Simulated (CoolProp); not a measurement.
Properties of fluorine along the isotherm 300 K.

Values from CoolProp's reference Helmholtz-energy equation of state, de Reuck 1990.

```csv
p (MPa),phase,Joule-Thomson coefficient (K/MPa),fugacity coefficient
1.82,gas,1.848,0.9928
3.64,gas,1.770,0.9857
5.45,supercritical,1.669,0.9789
7.27,supercritical,1.560,0.9727
9.09,supercritical,1.455,0.9671
10.9,supercritical,1.360,0.9622
12.7,supercritical,1.274,0.9580
14.5,supercritical,1.197,0.9545
16.4,supercritical,1.121,0.9514
18.2,supercritical,1.052,0.9491
20,supercritical,0.9835,0.9473
```
